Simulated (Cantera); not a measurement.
Cantera run:

```python
import numpy as np
import cantera as ct

gas_names = """
    C CN CO CO2 C2 CCN CNC C2N2 C2O C3 C3O2 C4 C4N2 C5 N NCO NO NO2 NO3 N2 N2O O O2 O3 Pb PbO Pb2
""".split()
cond_names = """
    C(gr) Pb(cr) Pb(L) PbO(rd) PbO(yw) PbO(L) PbO2(s) Pb3O4(s)
""".split()


# ... load() reads the species with a 1 bar reference pressure and builds the phases ...
atoms = {
    'PbO': {'Pb': 1, 'O': 1},
    'C': {'C': 1},
    'N2': {'N': 2},
}
top_T = {'C(gr)': 4500, 'Pb3O4(s)': 820}  # K; cautious upper limits of use, not melting points


# ... equilibrate(T, P, feed) seeds the gas with the atoms and calls Mixture.equilibrate('TP', solver="vcs", rtol=1e-11, max_steps=5000) ...
results = []
P = 133.322  # Pa
for T in [1023, 1098, 1173, 1248, 1323, 1398, 1473, 1548, 1623, 1698, 1773, 1848, 1923]:
    for m in [0.39, 1, 1.6, 2.2, 2.9, 3.5, 4.1, 4.7, 5.4, 6, 6.6, 7.2]:
        feed = {'PbO': 1, 'C': m, 'N2': 0.25}  # mol
        mix = equilibrate(T, P, feed)
        results.append((T, P, feed, dict(zip(mix.species_names, mix.species_moles))))

for T, P, feed, n in results:
    print(f"{T:7g} {feed['C']:10.4g}  " + (" + ".join(c for c in cond_names if n.get(c, 0) > 1e-12) or "gas only"))
```

Output:

```
   1023       0.39  Pb(L) + PbO(yw)
   1023          1  C(gr) + Pb(L)
   1023        1.6  C(gr) + Pb(L)
   1023        2.2  C(gr) + Pb(L)
   1023        2.9  C(gr) + Pb(L)
   1023        3.5  C(gr) + Pb(L)
   1023        4.1  C(gr) + Pb(L)
   1023        4.7  C(gr) + Pb(L)
   1023        5.4  C(gr) + Pb(L)
   1023          6  C(gr) + Pb(L)
   1023        6.6  C(gr) + Pb(L)
   1023        7.2  C(gr) + Pb(L)
   1098       0.39  Pb(L) + PbO(yw)
   1098          1  C(gr) + Pb(L)
   1098        1.6  C(gr) + Pb(L)
   1098        2.2  C(gr) + Pb(L)
   1098        2.9  C(gr) + Pb(L)
   1098        3.5  C(gr) + Pb(L)
   1098        4.1  C(gr) + Pb(L)
   1098        4.7  C(gr) + Pb(L)
   1098        5.4  C(gr) + Pb(L)
   1098          6  C(gr) + Pb(L)
   1098        6.6  C(gr) + Pb(L)
   1098        7.2  C(gr) + Pb(L)
   1173       0.39  Pb(L) + PbO(L)
   1173          1  C(gr) + Pb(L)
   1173        1.6  C(gr) + Pb(L)
   1173        2.2  C(gr) + Pb(L)
   1173        2.9  C(gr) + Pb(L)
   1173        3.5  C(gr) + Pb(L)
   1173        4.1  C(gr) + Pb(L)
   1173        4.7  C(gr) + Pb(L)
   1173        5.4  C(gr) + Pb(L)
   1173          6  C(gr) + Pb(L)
   1173        6.6  C(gr) + Pb(L)
   1173        7.2  C(gr) + Pb(L)
   1248       0.39  PbO(L)
   1248          1  C(gr)
   1248        1.6  C(gr)
   1248        2.2  C(gr)
   1248        2.9  C(gr)
   1248        3.5  C(gr)
   1248        4.1  C(gr)
   1248        4.7  C(gr)
   1248        5.4  C(gr)
   1248          6  C(gr)
   1248        6.6  C(gr)
   1248        7.2  C(gr)
   1323       0.39  gas only
   1323          1  C(gr)
   1323        1.6  C(gr)
   1323        2.2  C(gr)
   1323        2.9  C(gr)
   1323        3.5  C(gr)
   1323        4.1  C(gr)
   1323        4.7  C(gr)
   1323        5.4  C(gr)
   1323          6  C(gr)
   1323        6.6  C(gr)
   1323        7.2  C(gr)
   1398       0.39  gas only
   1398          1  C(gr)
   1398        1.6  C(gr)
   1398        2.2  C(gr)
   1398        2.9  C(gr)
   1398        3.5  C(gr)
   1398        4.1  C(gr)
   1398        4.7  C(gr)
   1398        5.4  C(gr)
   1398          6  C(gr)
   1398        6.6  C(gr)
   1398        7.2  C(gr)
   1473       0.39  gas only
   1473          1  C(gr)
   1473        1.6  C(gr)
   1473        2.2  C(gr)
   1473        2.9  C(gr)
   1473        3.5  C(gr)
   1473        4.1  C(gr)
   1473        4.7  C(gr)
   1473        5.4  C(gr)
   1473          6  C(gr)
   1473        6.6  C(gr)
   1473        7.2  C(gr)
   1548       0.39  gas only
   1548          1  C(gr)
   1548        1.6  C(gr)
   1548        2.2  C(gr)
   1548        2.9  C(gr)
   1548        3.5  C(gr)
   1548        4.1  C(gr)
   1548        4.7  C(gr)
   1548        5.4  C(gr)
   1548          6  C(gr)
   1548        6.6  C(gr)
   1548        7.2  C(gr)
   1623       0.39  gas only
   1623          1  C(gr)
   1623        1.6  C(gr)
   1623        2.2  C(gr)
   1623        2.9  C(gr)
   1623        3.5  C(gr)
   1623        4.1  C(gr)
   1623        4.7  C(gr)
   1623        5.4  C(gr)
   1623          6  C(gr)
   1623        6.6  C(gr)
   1623        7.2  C(gr)
   1698       0.39  gas only
   1698          1  gas only
   1698        1.6  C(gr)
   1698        2.2  C(gr)
   1698        2.9  C(gr)
   1698        3.5  C(gr)
   1698        4.1  C(gr)
   1698        4.7  C(gr)
   1698        5.4  C(gr)
   1698          6  C(gr)
   1698        6.6  C(gr)
   1698        7.2  C(gr)
   1773       0.39  gas only
   1773          1  gas only
   1773        1.6  C(gr)
   1773        2.2  C(gr)
   1773        2.9  C(gr)
   1773        3.5  C(gr)
   1773        4.1  C(gr)
   1773        4.7  C(gr)
   1773        5.4  C(gr)
   1773          6  C(gr)
   1773        6.6  C(gr)
   1773        7.2  C(gr)
   1848       0.39  gas only
   1848          1  gas only
   1848        1.6  C(gr)
   1848        2.2  C(gr)
   1848        2.9  C(gr)
   1848        3.5  C(gr)
   1848        4.1  C(gr)
   1848        4.7  C(gr)
   1848        5.4  C(gr)
   1848          6  C(gr)
   1848        6.6  C(gr)
   1848        7.2  C(gr)
   1923       0.39  gas only
   1923          1  gas only
   1923        1.6  C(gr)
   1923        2.2  C(gr)
   1923        2.9  C(gr)
   1923        3.5  C(gr)
   1923        4.1  C(gr)
   1923        4.7  C(gr)
   1923        5.4  C(gr)
   1923          6  C(gr)
   1923        6.6  C(gr)
   1923        7.2  C(gr)
```

Cantera equilibrium calculation (NASA polynomials, part measured and part estimated; ideal gas, pure solids and liquids). Each liquid is taken as pure. Mutual solubility and eutectic melting of coexisting phases are not modelled.
